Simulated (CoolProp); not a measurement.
Computed with CoolProp (reference Helmholtz-energy equation of state, Jacobsen 1992).

**Question.** For R11, give the phase and the conductivity (mW/(m K)) at 165.45 °C and 249 kPa; 180.75 °C and 249 kPa.

**Answer.** 
- 165.45 °C and 249 kPa: gas; conductivity 14.3
- 180.75 °C and 249 kPa: gas; conductivity 15.0

Thermal conductivity comes from a separate model (McLinden 2000), an estimate that may be off by 10 % or more.
